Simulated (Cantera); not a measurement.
# Reactions in the system N-O-Ta

Cantera with NASA thermochemical tables; ideal gases at 1 bar, condensed phases pure. Values are per mole of reaction as written; species without (g) are pure solids or liquids, kept so even where they would boil at 1 bar.

4 N(g) + TaO2(g) = Ta + 2 N2O(g)

| T (K) | ΔH° (kJ) | ΔS° (J/K) | ΔG° (kJ) | log10 K |
|---|---|---|---|---|
| 300 | -1526.7 | -412.1 | -1403.1 | 244.29 |
| 848 | -1533.9 | -427.6 | -1171.3 | 72.15 |
| 1048 | -1534.2 | -428.0 | -1085.8 | 54.12 |
| 1248 | -1533.8 | -427.6 | -1000.2 | 41.86 |
| 1448 | -1532.8 | -426.9 | -914.7 | 33.00 |
| 1648 | -1531.3 | -425.9 | -829.5 | 26.29 |
| 1848 | -1529.3 | -424.7 | -744.4 | 21.04 |
| 2048 | -1526.8 | -423.5 | -659.6 | 16.82 |
| 2248 | -1524.0 | -422.1 | -575.0 | 13.36 |
| 2448 | -1520.8 | -420.8 | -490.7 | 10.47 |
| 2648 | -1517.2 | -419.4 | -406.7 | 8.02 |
| 2848 | -1513.1 | -417.9 | -323.0 | 5.92 |
